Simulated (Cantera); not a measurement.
Charge: 1 mol SiH4, 0.54 mol H2O, 3.3 mol N2, at 8.70e-5 bar.

These are equilibrium values from Cantera (NASA tables, ideal gas, pure condensed phases), not measurements of a reactor. Candidate condensed phases: H2O, Si, SiO2, Si2N2O, Si3N4; 35 gas species. N2 is the only nitrogen source here; it is nearly inert below about 1500 K, so the nitride shown seldom forms there in practice. The numbers say what is thermodynamically allowed, not how fast it happens. All values below are at 1425 K.

Base state: N2 0.520, H2 0.465, SiO 0.0146, H 0.000499 (mole fractions); condensed: Si2N2O(s).

Question: What changes in the equilibrium state with this change: SiH4 replaced by SiH2Cl2?

Answer: 
| species | before | after |
|---|---|---|
| N2 | 0.520 | 0.519 |
| HCl | 0 | 0.304 |
| H2 | 0.465 | 0.117 |
| SiO | 0.0146 | 0.0361 |
| SiCl2 | 0 | 0.0213 |
| SiCl3 | 0 | 0.000732 |
| Cl | 0 | 0.000532 |
| SiCl4 | 0 | 9.89e-5 |
| H | 0.000499 | 0.000250 |
| Si2N2O(s), mol | 0.460 | 0.334 |
The tables' values for SiCl3 are old estimates; treat these amounts as uncertain. Further candidate phases: NH4Cl.
